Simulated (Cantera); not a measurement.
A closed system holds: 1 mol SiHCl₃, 1.3 mol HCl, 82 mol H₂, 0.00026 mol HF, at 10.0 Torr.

Equilibrium computed with Cantera from the NASA thermochemical tables; the gas is ideal and each condensed phase is pure. Candidate condensed phases: Si; 37 gas species. Gases not in the tables: Si₂H₆ and higher silanes. Equilibrium is a limit: real reactors are often held back by kinetics, nucleation or transport.

Q: What share of the Si ends up in condensed phases as a function of T (K), at 1448, 1548, 1648, 1748, 1848, 1948, 2048, 2148, 2248?

A: 
```tsv
T (K)	Si condensed (%)	as
1448	55.4	Si(s)
1548	53.3	Si(s)
1648	51.1	Si(s)
1748	51.8	Si(l)
1848	51.8	Si(l)
1948	41.8	Si(l)
2048	4.8	Si(l)
2148	0.0	-
2248	0.0	-
```
